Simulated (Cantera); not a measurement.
A Cantera script and its output.

```python
import numpy as np
import cantera as ct

gas = ct.Solution("gri30.yaml")
gas.TPX = 500, 54000, {'CO': 1, 'H2': 1.3, 'O2': 0.958, 'N2': 3.6}
flame = ct.FreeFlame(gas, width=0.062)
flame.set_refine_criteria(ratio=3, slope=0.08, curve=0.16)
flame.transport_model = "mixture-averaged"
flame.solve(loglevel=0, auto=True)
z, T = flame.grid, flame.T
thick = (T[-1] - T[0]) / np.gradient(T, z).max()
show = ['CO', 'H2', 'O2', 'H2O', 'OH', 'H']
print(f"laminar burning velocity  {flame.velocity[0] * 100:.3f} cm/s")
print(f"burnt temperature         {T[-1]:.1f} K")
print(f"thermal thickness         {thick * 1e3:.4f} mm")
print(f"grid points               {len(z)}")
z0 = z[flame.heat_release_rate.argmax()]
print(f"{'z/mm':>9s}{'T/K':>9s}{'u/(m/s)':>9s}" + "".join(f"{s:>11s}" for s in show))
rows = []
for k in (-3, -2, -1.5, -1, -0.5, -0.25, 0, 0.25, 0.5, 1, 2, 4, 8):
    zz = z0 + k * thick
    rows.append([k * thick, np.interp(zz, z, T), np.interp(zz, z, flame.velocity),
                 *(np.interp(zz, z, flame.X[gas.species_index(s)]) for s in show)])
    print(f"{rows[-1][0] * 1e3:9.3f}{rows[-1][1]:9.1f}{rows[-1][2]:9.3f}" + "".join(f"{x:11.3e}" for x in rows[-1][3:]))
```

Output:

```
laminar burning velocity  379.055 cm/s
burnt temperature         2456.7 K
thermal thickness         1.1362 mm
grid points               144
     z/mm      T/K  u/(m/s)         CO         H2         O2        H2O         OH          H
   -3.409    500.0    3.791  1.458e-01  1.896e-01  1.397e-01  2.196e-14  1.736e-18  5.295e-18
   -2.272    500.0    3.791  1.458e-01  1.896e-01  1.397e-01  3.192e-12  5.183e-16  1.733e-15
   -1.704    500.0    3.791  1.458e-01  1.896e-01  1.397e-01  6.910e-11  1.353e-14  5.515e-14
   -1.136    500.0    3.790  1.458e-01  1.895e-01  1.397e-01  1.317e-08  2.941e-12  1.101e-10
   -0.568    503.5    3.809  1.461e-01  1.876e-01  1.399e-01  7.915e-05  2.737e-06  1.141e-05
   -0.284    668.8    4.976  1.456e-01  1.669e-01  1.363e-01  9.767e-03  5.233e-04  2.594e-03
    0.000   1131.6    8.192  1.362e-01  9.005e-02  1.011e-01  7.269e-02  2.463e-03  2.774e-02
    0.284   1464.7   10.448  1.102e-01  3.390e-02  4.826e-02  1.366e-01  7.296e-03  4.798e-02
    0.568   1624.6   11.451  9.004e-02  2.934e-02  3.305e-02  1.441e-01  9.888e-03  4.803e-02
    1.136   1786.9   12.423  7.595e-02  3.142e-02  2.561e-02  1.463e-01  1.211e-02  4.078e-02
    2.272   1942.2   13.348  7.414e-02  3.044e-02  2.171e-02  1.551e-01  1.348e-02  2.959e-02
    4.545   2092.6   14.220  7.333e-02  2.762e-02  1.800e-02  1.658e-01  1.378e-02  1.954e-02
    9.090   2228.9   14.986  7.026e-02  2.430e-02  1.391e-02  1.757e-01  1.293e-02  1.229e-02
```

Model: GRI-Mech 3.0 (53 species, 325 reactions), integrated in Cantera. Burning velocities carry a grid error of a few per cent, more on coarse grids.
